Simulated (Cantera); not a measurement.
A Cantera script and its output.

```python
import numpy as np
import cantera as ct

gas = ct.Solution("gri30.yaml")


def delay(T, t_max=10):
    gas.TPX = T, 950000, {'CH4': 1, 'O2': 2.15, 'N2': 8.09}
    reactor = ct.IdealGasReactor(gas, clone=False)
    net = ct.ReactorNet([reactor])
    net.rtol, net.atol = 1e-8, 1e-16
    while net.time < t_max:
        t_old, T_old = net.time, reactor.T
        net.step()
        if reactor.T > T + 400:  # ignition: a rise of 400 K
            return t_old + (T + 400 - T_old) / (reactor.T - T_old) * (net.time - t_old)
    return np.nan


taus = []
for T in [1225, 1325, 1425, 1525, 1625, 1725, 1825, 1925, 2025]:
    taus.append(delay(T))
    print(f"T0 = {T:6g} K   tau = {taus[-1]:.4e} s")
```

It prints:

```
T0 =   1225 K   tau = 3.4026e-03 s
T0 =   1325 K   tau = 1.0674e-03 s
T0 =   1425 K   tau = 3.7030e-04 s
T0 =   1525 K   tau = 1.4026e-04 s
T0 =   1625 K   tau = 5.7836e-05 s
T0 =   1725 K   tau = 2.6078e-05 s
T0 =   1825 K   tau = 1.2889e-05 s
T0 =   1925 K   tau = 6.9493e-06 s
T0 =   2025 K   tau = 4.0458e-06 s
```

Detailed kinetics in Cantera: GRI-Mech 3.0 (53 species, 325 reactions).
